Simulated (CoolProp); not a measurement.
A single-stage vapour-compression cycle with the fluid: evaporating at 282.15 K (dew point), condensing at 325.15 K (bubble point), superheat 8 K, subcooling 5 K, compressor efficiency 0.65, no pressure losses. The same conditions are run with several fluids, on thermodynamics alone (safety and materials aside).

Values from CoolProp's reference Helmholtz-energy equation of state of each fluid (R114: Platzer 1990; CH2F2 (R32): Tillner-Roth 1997; C3F8 (R218): Lemmon 2006; R1336mzz(Z): McLinden 2020; tetrahydrofuran: Fiedler 2023; R143a: Lemmon and Jacobsen 2000). The equations of Platzer and Polt are older, rougher fits.

Rank R114, CH2F2 (R32), C3F8 (R218), R1336mzz(Z), tetrahydrofuran, R143a by cooling COP, highest first.

tetrahydrofuran (3.90), R1336mzz(Z) (3.67), R114 (3.60), CH2F2 (R32) (3.25), R143a (3.13), C3F8 (R218) (2.72)

| fluid | pressure ratio | discharge temperature (K) | refrigerating effect (kJ/kg) | volumetric capacity (kJ/m³) |
|---|---|---|---|---|
| R114 | 3.80 | 335.5 | 102 | 931 |
| CH2F2 (R32) | 3.06 | 384.3 | 237 | 6560 |
| C3F8 (R218) | 3.08 | 328.1 | 47.3 | 2380 |
| R1336mzz(Z) | 5.07 | 336.2 | 136 | 355 |
| tetrahydrofuran | 6.17 | 376.0 | 399 | 122 |
| R143a | 2.97 | 348.6 | 124 | 4220 |
